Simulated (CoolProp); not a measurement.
The fluid at 293.15 K and 0.173 MPa flows at 4 m/s in a round tube of 4.6 mm bore and 1.5 µm roughness, fully developed (64/Re and Nu = 3.66 if laminar; Colebrook and Gnielinski if turbulent). The same conditions are run with several fluids, on thermodynamics alone (safety and materials aside).

The numbers come from the reference Helmholtz-energy equation of state of each fluid (n-butane: Bücker 2006; propane: Lemmon 2009; R22: Kamei 1995; propylene: Lemmon 2013) in CoolProp.

| fluid | Reynolds number | Darcy friction factor | pressure drop (Pa/m) | heat-transfer coefficient (W/(m² K)) | mass flow (kg/h) |
|---|---|---|---|---|---|
| n-butane | [?] | [?] | 232 | 120 | [?] |
| propane | 7410 | 0.0339 | 190 | [?] | 0.772 |
| R22 | [?] | 0.0327 | [?] | [?] | 1.51 |
| propylene | [?] | 0.0348 | 186 | 80.7 | 0.734 |

**Question.** Some entries are withheld; supply them.

**Answer.** 
- n-butane, Reynolds number: 11100
- n-butane, Darcy friction factor: 0.0306
- n-butane, mass flow (kg/h): 1.05
- propane, heat-transfer coefficient (W/(m² K)): 92.5
- R22, Reynolds number: 8560
- R22, pressure drop (Pa/m): 358
- R22, heat-transfer coefficient (W/(m² K)): 68.0
- propylene, Reynolds number: 6710

Transport values come from each fluid's own correlations; those of R22, propylene are estimates that may be off by 10 % or more.
